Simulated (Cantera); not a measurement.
Charge: 1 mol Na₂CO₃, 0.24 mol SO₂, 0.19 mol CO₂, 0.089 mol H₂S, at 190000 Pa.

These are equilibrium values from Cantera (NASA tables, ideal gas, pure condensed phases), not measurements of a reactor. Candidate condensed phases: C, C₆H₆, C₇H₈, C₈H₁₈, H₂O, H₂SO₄, Na, NaOH, NaO₂, Na₂CO₃, Na₂O, Na₂O₂, Na₂S, Na₂SO₄, S; 131 gas species. Mutual solubility and eutectic melting of coexisting phases are not modelled. Gases not in the tables: S₃ to S₇. Equilibrium is a limit: real reactors are often held back by kinetics, nucleation or transport.

Which condensed phases are stable at each of these points (T (K)): 850, 900, 950, 1000, 1050, 1100, 1150?


```
T (K)                 condensed phases  Na condensed (%)
-----  -------------------------------  ----------------
850              Na₂CO₃(s) + Na₂SO₄(s)             100.0
900              Na₂CO₃(s) + Na₂SO₄(s)             100.0
950    Na₂CO₃(s) + Na₂S(s) + Na₂SO₄(s)             100.0
1000   Na₂CO₃(s) + Na₂S(s) + Na₂SO₄(s)             100.0
1050   Na₂CO₃(s) + Na₂S(s) + Na₂SO₄(s)             100.0
1100   Na₂CO₃(s) + Na₂S(s) + Na₂SO₄(s)             100.0
1150   Na₂CO₃(l) + Na₂S(s) + Na₂SO₄(s)             100.0
```

From 850 K to 900 K the condensed part is Na₂CO₃(s) + Na₂SO₄(s). From 950 K to 1100 K the condensed part is Na₂CO₃(s) + Na₂S(s) + Na₂SO₄(s). At 1150 K the condensed part is Na₂CO₃(l) + Na₂S(s) + Na₂SO₄(s).
